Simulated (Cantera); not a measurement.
A closed system holds: 1 mol SiH4, 0.28 mol NH3, 27 mol H2.

Equilibrium computed with Cantera from the NASA thermochemical tables; the gas is ideal and each condensed phase is pure. Candidate condensed phases: Si, Si3N4; 18 gas species. Mutual solubility and eutectic melting of coexisting phases are not modelled. Equilibrium is a limit: real reactors are often held back by kinetics, nucleation or transport.

Stable condensed phases, one row left out:

```
T in K \ P in Pa
              5     26    140    710   3700  19000 100000
   1850       A      B      B      B      B      B      B
   1650       B      B      B      B      B      C      C
   1550       B      B      B      B      C      C      C
   1450       B      B      B      C      C      C      C
   1350       B      B      C      C      C      C      C
   1250       C      C      C      C      C      C      C
   1150       C      C      C      C      C      C      C
   1050       C      C      C      C      C      C      C
    950       C      C      C      C      C      C      C
    850       C      C      C      C      C      C      C
```

A: gas only; B: Si; C: Si + Si3N4.

Question: Give the row for 1750 K.

Answer: 5: Si; 26: Si; 140: Si; 710: Si; 3700: Si; 19000: Si; 100000: Si + Si3N4.
